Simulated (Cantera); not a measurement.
An adiabatic, constant-volume homogeneous reactor starts with CO : H2 : O2 : N2 = 1 : 0.55 : 0.791 : 7.35 (molar parts), equivalence ratio 0.98, at 1675 K and 8.00 bar. Integrator tolerance rtol = 1e-08.

Model: GRI-Mech 3.0 (53 species, 325 reactions), integrated in Cantera. The hydrogen kinetics of GRI-Mech 3.0 are dated; newer H2 mechanisms differ, most at raised pressure.

What does this change do: pressure from 8.00 bar to 10.0 bar?


```tsv
quantity	before	after
time of steepest temperature rise	2.70 µs	2.17 µs
temperature at 1.00 s	2770 K	2782 K
equilibrium temperature	2770 K	2782 K
x(CO) at 1.00 s	0.0289 (gas-phase equilibrium 0.0289)	0.0280 (gas-phase equilibrium 0.0280)
x(H2) at 1.00 s	0.00280 (gas-phase equilibrium 0.00280)	0.00268 (gas-phase equilibrium 0.00268)
x(O2) at 1.00 s	0.0115 (gas-phase equilibrium 0.0115)	0.0111 (gas-phase equilibrium 0.0111)
x(OH) at 1.00 s	0.00588 (gas-phase equilibrium 0.00588)	0.00569 (gas-phase equilibrium 0.00569)
x(H2O2) at 1.00 s	2.44e-7 (gas-phase equilibrium 2.44e-7)	2.75e-7 (gas-phase equilibrium 2.75e-7)
x(H) at 1.00 s	0.00111 (gas-phase equilibrium 0.00111)	0.00101 (gas-phase equilibrium 0.00101)
```

What does this change do: constant pressure in place of constant volume?


```
quantity                                                            before                                      after
---------------------------------  ---------------------------------------  -----------------------------------------
time of steepest temperature rise                                  2.70 µs                                    2.71 µs
temperature at 1.00 s                                               2770 K                                     2631 K
equilibrium temperature                                             2770 K                                     2631 K
x(CO) at 1.00 s                      0.0289 (gas-phase equilibrium 0.0289)      0.0226 (gas-phase equilibrium 0.0226)
x(H2) at 1.00 s                    0.00280 (gas-phase equilibrium 0.00280)    0.00220 (gas-phase equilibrium 0.00220)
x(O2) at 1.00 s                      0.0115 (gas-phase equilibrium 0.0115)    0.00966 (gas-phase equilibrium 0.00966)
x(OH) at 1.00 s                    0.00588 (gas-phase equilibrium 0.00588)    0.00440 (gas-phase equilibrium 0.00440)
x(H2O2) at 1.00 s                  2.44e-7 (gas-phase equilibrium 2.44e-7)    1.43e-7 (gas-phase equilibrium 1.43e-7)
x(H) at 1.00 s                     0.00111 (gas-phase equilibrium 0.00111)  0.000725 (gas-phase equilibrium 0.000725)
```
